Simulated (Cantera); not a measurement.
**Silicon etching in halogen gases: Si + NF3 + N2**

Charge: 1 mol Si, 5.1 mol NF3, 34 mol N2, held at 852 °C and 100 Torr.

Method: chemical equilibrium by Gibbs-energy minimisation in Cantera with the NASA 1993 tables (ideal gas, pure condensed phases). Candidate condensed phases: Si, Si3N4; 16 gas species. Kinetics and transport are ignored.

| Item | Result |
|---|---|
| x(N2) | 0.778 |
| x(F) | 0.161 |
| x(F2) | 0.0396 |
| x(SiF4) | 0.0213 |
| x(NF3) | 6.77e-5 |
| gas amount | 46.98 mol |
| log10 activity of Si(s) (absent) | -65.47 |
